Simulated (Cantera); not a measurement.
Charge: 1 mol TEOS, 5.1 mol NO, 54 mol N2, held at 0.0133 bar.

These are equilibrium values from Cantera (NASA tables, ideal gas, pure condensed phases), not measurements of a reactor. Candidate condensed phases: C, C6H6, C7H8, C8H18, H2O, Si, SiC, SiO2, Si2N2O, Si3N4; 151 gas species. The feed counts by its element totals alone. Kinetics and transport are ignored.

At 675 K, list the 5 most abundant gas species with their mole fractions, and the condensed phases.

N2 0.812, H2 0.116, CO2 0.0327, H2O 0.0223, CO 0.0142. Condensed: C(graphite) + SiO2(α-quartz).
